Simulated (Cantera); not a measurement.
## Ignition delay

Mixture: 7.87 % CH3OH, 19.4 % O2, 72.8 % N2, equivalence ratio 0.61, at 1.70 bar, adiabatic and at constant volume. Ignition delay is the time to a rise of 400 K.

Model: GRI-Mech 3.0 (53 species, 325 reactions), integrated in Cantera. GRI-Mech 3.0 was tuned for natural gas; its chemistry of methanol as a main component is partial and can be far from experiment.

| T0 (K) | delay (ms) |
|---|---|
| 1125 | 24.7 |
| 1225 | 4.36 |
| 1325 | 1.03 |
| 1425 | 0.315 |
| 1525 | 0.118 |
| 1625 | 0.0517 |
| 1725 | 0.0255 |

```yaml
apparent activation energy between 1525 and 1725 K: 170 kJ/mol
```
